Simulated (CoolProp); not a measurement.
Properties of isopentane along the isobar 18 bar.

The numbers come from the reference Helmholtz-energy equation of state, Lemmon 2006 in CoolProp. It is a short technical equation, of lower accuracy than the large ones.

```csv
T (K),phase,density (kg/m³),cv (kJ/(kg K)),speed of sound (m/s),viscosity (µPa s),Prandtl number
394,liquid,501.0,2.107,519.0,86.6,3.40
401.6,liquid,488.2,2.142,477.9,80.4,3.37
409.2,liquid,474.1,2.177,434.6,74.3,3.34
416.7,liquid,458.4,2.213,388.7,68.2,3.33
424.3,gas,54.43,2.252,155.7,11.5,1.04
431.9,gas,51.15,2.261,164.7,11.5,0.982
439.4,gas,48.56,2.277,172.1,11.6,0.941
447,gas,46.38,2.296,178.7,11.7,0.910
454.6,gas,44.51,2.318,184.6,11.8,0.886
462.1,gas,42.89,2.341,189.9,11.9,0.866
469.7,gas,41.43,2.366,194.8,12.0,0.849
477.3,gas,40.12,2.391,199.4,12.2,0.834
484.9,gas,38.93,2.417,203.7,12.3,0.821
492.4,gas,37.86,2.442,207.7,12.4,0.809
500,gas,36.85,2.469,211.6,12.6,0.799
```

Viscosity comes from a separate model (Chung 1988), a generic estimate that can be far off for the liquid and wasn't checked against measurements. Thermal conductivity comes from a separate model (Vassiliou 2015).
